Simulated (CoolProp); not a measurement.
Properties of nitrous oxide at several states (Tc = 309.5 K, pc = 72.45 bar, ω = 0.161).

Model: reference Helmholtz-energy equation of state, Lemmon 2006, in CoolProp. It is a short technical equation, of lower accuracy than the large ones.

```json
[
 {"T (K)": "365.3", "p (bar)": "0.27", "phase": "gas", "cv (kJ/(kg K))": "[?]", "speed of sound (m/s)": "[?]", "Joule-Thomson coefficient (K/MPa)": "[?]"},
 {"T (K)": "297.8", "p (bar)": "0.303", "phase": "gas", "cv (kJ/(kg K))": "[?]", "speed of sound (m/s)": "[?]", "Joule-Thomson coefficient (K/MPa)": "10.90"},
 {"T (K)": "395.9", "p (bar)": "242", "phase": "supercritical", "cv (kJ/(kg K))": "0.9104", "speed of sound (m/s)": "[?]", "Joule-Thomson coefficient (K/MPa)": "[?]"}
]
```

Problem. Fill in the missing entries.

Solution. 
- 365.3, cv (kJ/(kg K)): 0.7513
- 365.3, speed of sound (m/s): 293.8
- 365.3, Joule-Thomson coefficient (K/MPa): 6.872
- 297.8, cv (kJ/(kg K)): 0.6880
- 297.8, speed of sound (m/s): 267.5
- 395.9, speed of sound (m/s): 347.7
- 395.9, Joule-Thomson coefficient (K/MPa): 1.801
